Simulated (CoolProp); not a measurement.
200 sccm (0 °C, 1 atm) of nitrogen bubbles through liquid n-pentane at 290.8 K and leaves saturated at a total pressure of 0.15 MPa (ideal gas phase). Each further row changes one setting.

Computed with CoolProp (reference Helmholtz-energy equation of state, Thol 2019).

| case | vapour pressure (kPa) | mole fraction of vapour | delivery (mg/min) | delivery (sccm) | change of delivery for a bath 1 K warmer (%) |
|---|---|---|---|---|---|
| as stated | 51.6 | 0.344 | 338 | 105 | 6.2 |
| bath temperature 295.8 K | 62.6 | 0.417 | 461 | 143 | 6.8 |
| total pressure 0.3 MPa | 51.6 | 0.172 | 134 | 41.6 | 4.9 |
